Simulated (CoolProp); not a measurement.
Vapour-liquid equilibrium of trans-2-butene (1) + ethanol (2) at 377.6 K; x and y are mole fractions of (1).

Computed with CoolProp (multi-fluid Helmholtz-energy mixture model, Lemmon 2005 and Schroeder 2014; pair parameters Bell 2016).

| x | bubble pressure, mixture model (bar) | bubble pressure, Raoult's law (bar) | y, mixture model | y, Raoult's law |
|---|---|---|---|---|
| 0.05 | 4.759 | 3.298 | 0.455 | 0.249 |
| 0.15 | 8.479 | 4.682 | 0.704 | 0.527 |
| 0.25 | 11.09 | 6.066 | 0.781 | 0.678 |
| 0.35 | 12.63 | 7.450 | … | 0.773 |
| 0.45 | … | 8.834 | … | 0.838 |
| 0.55 | 13.98 | 10.22 | 0.842 | 0.885 |
| 0.65 | 14.44 | 11.60 | 0.855 | 0.921 |
| 0.75 | 14.98 | 12.99 | 0.875 | 0.950 |
| 0.85 | 15.61 | 14.37 | 0.908 | 0.973 |
| 0.95 | 16.22 | 15.75 | 0.962 | 0.992 |

Q: Fill in the missing entries.

A: 
- 0.35, y, mixture model: 0.814
- 0.45, bubble pressure, mixture model (bar): 13.47
- 0.45, y, mixture model: 0.831

The largest gap from Raoult's law is +82.8 % in bubble pressure, at x = 0.25. No azeotrope shows between x = 0.05 and 0.95.

The pair parameters rest on a limited set of measurements; away from them the model extrapolates. With so large a gap from Raoult's law the liquid may split in two, which this calculation doesn't test in full.
